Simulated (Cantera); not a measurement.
An adiabatic, constant-pressure homogeneous reactor starts with 37.7 % H₂, 7.55 % O₂, 54.7 % N₂, equivalence ratio 2.5, at 1525 K and 10.0 bar.

Computed with Cantera and GRI-Mech 3.0 (53 species, 325 reactions). The hydrogen kinetics of GRI-Mech 3.0 are dated; newer H2 mechanisms differ, most at raised pressure.

x: mole fraction; the columns are a selection and need not sum to one.

```csv
t (s),T (K),x H₂,x O₂,x H,x NO,x HO₂,x H₂O,x NO₂
5.00e-6,2392,0.229,9.33e-5,0.0290,1.78e-5,4.88e-7,0.156,3.74e-10
1.25e-5,2512,0.238,___,___,2.16e-5,___,0.160,2.88e-10
3.13e-5,2551,0.241,4.34e-6,0.00623,2.26e-5,1.44e-8,0.162,2.35e-10
7.83e-5,2559,0.242,2.85e-6,0.00512,2.37e-5,8.46e-9,0.162,2.29e-10
0.000196,2559,0.242,2.81e-6,0.00508,2.82e-5,8.32e-9,0.162,2.73e-10
0.000490,2559,0.242,2.81e-6,0.00508,3.89e-5,8.31e-9,0.162,3.76e-10
0.00122,2559,0.242,2.80e-6,0.00508,5.88e-5,8.30e-9,0.162,5.68e-10
0.00306,2559,0.242,2.80e-6,0.00508,7.73e-5,8.28e-9,0.162,7.46e-10
0.00766,2559,0.242,2.80e-6,0.00508,8.06e-5,8.28e-9,0.162,7.78e-10
0.0192,2559,0.242,2.80e-6,0.00508,8.06e-5,8.28e-9,0.162,7.78e-10
0.0479,2559,0.242,2.80e-6,0.00508,8.06e-5,8.28e-9,0.162,7.78e-10
0.120,2559,0.242,2.80e-6,0.00508,8.06e-5,8.28e-9,0.162,7.78e-10
0.300,2559,0.242,2.80e-6,0.00508,8.06e-5,8.28e-9,0.162,7.78e-10
```

Task: Complete the blanks.

Result: 
- 1.25e-5, x O₂: 1.64e-5
- 1.25e-5, x H: 0.0119
- 1.25e-5, x HO₂: 7.55e-8
